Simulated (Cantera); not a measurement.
A freely propagating, adiabatic, planar premixed flame of CH4 : O2 : N2 : CO2 = 1 : 1.54 : 5.78 : 1.2 (molar parts), equivalence ratio 1.3, unburnt at 523 K and 5.00 bar; mixture-averaged transport, grid criteria slope 0.08 and curve 0.16, no radiation.

Computed with Cantera and GRI-Mech 3.0 (53 species, 325 reactions). Burning velocities carry a grid error of a few per cent, more on coarse grids.

### Question
Predict: laminar burning velocity; thermal thickness; peak x(HCO); peak x(CH2).

### Answer
```
Quantity                     Result
------------------------  ---------
laminar burning velocity  10.2 cm/s
thermal thickness          0.436 mm
peak x(HCO)                 1.39e-6
peak x(CH2)                 6.11e-6
```
